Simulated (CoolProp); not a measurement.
Vapour-liquid equilibrium of n-octane (1) + p-xylene (2) at 0.0163 bar; x and y are mole fractions of (1).

Values from CoolProp's multi-fluid Helmholtz-energy mixture model, Beckmüller 2019 and Zhou 2012; pair parameters Bell 2016.

Task: Give the bubble temperature and the first vapour's composition at x = 0.275, 0.725, 0.95. Is there an azeotrope?

Result: x = 0.275: 26.5 °C, y = 0.411; x = 0.725: 23.5 °C, y = 0.780; x = 0.95: 22.7 °C, y = 0.958. No azeotrope shows between x = 0.05 and 0.95.

Pair parameters are fitted to limited data, so mixtures are less certain than the pure fluids.
